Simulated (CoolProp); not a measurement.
Saturation properties of 1-butene.

The numbers come from the reference Helmholtz-energy equation of state, Lemmon 2005 in CoolProp. It is a short technical equation, of lower accuracy than the large ones.

```csv
T (K),p (MPa),liquid density (kg/m³),vapour density (kg/m³),enthalpy of vaporisation (kJ/kg),surface tension (mN/m)
266.6,0.1004,625.9,2.652,392.5,16.0
283.7,0.1870,605.9,4.750,375.7,13.8
300.9,0.3228,584.7,7.971,357.3,11.6
318,0.5209,562.3,12.66,337.2,9.59
335.1,0.7978,538.0,19.34,314.4,7.61
352.3,1.173,511.1,28.86,288.1,5.72
369.4,1.662,480.5,42.42,256.9,3.96
386.5,2.288,443.6,62.74,217.7,2.35
403.7,3.087,393.3,97.64,162.3,0.928
```

It boils at 266.8 K under 1 atm.

Surface tension comes from a separate correlation (Mulero 2012).
